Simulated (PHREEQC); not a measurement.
Phosphoric acid bath: speciation

Consider water at 30 °C with 0.0018 mol H3PO4 per kg of water. Closed to the air; pH follows from the charge balance.

All values are PHREEQC results (ion-association model, phreeqc.dat), not measurements.

The pH is 2.85. The ionic strength is 0.00148 mol/kgw and the specific conductance is 613 µS/cm. The total alkalinity is -1.80 meq/kg.

```csv
species,molality,activity,log γ
H+,0.00148,0.00142,-0.018
H2PO4-,0.00148,0.00142,-0.019
H3PO4,0.000316,0.000316,0.000
HPO4-2,7.56e-8,6.37e-8,-0.075
```

This is a speciation only: nothing precipitates in the calculation. Species that the database lacks are ignored.
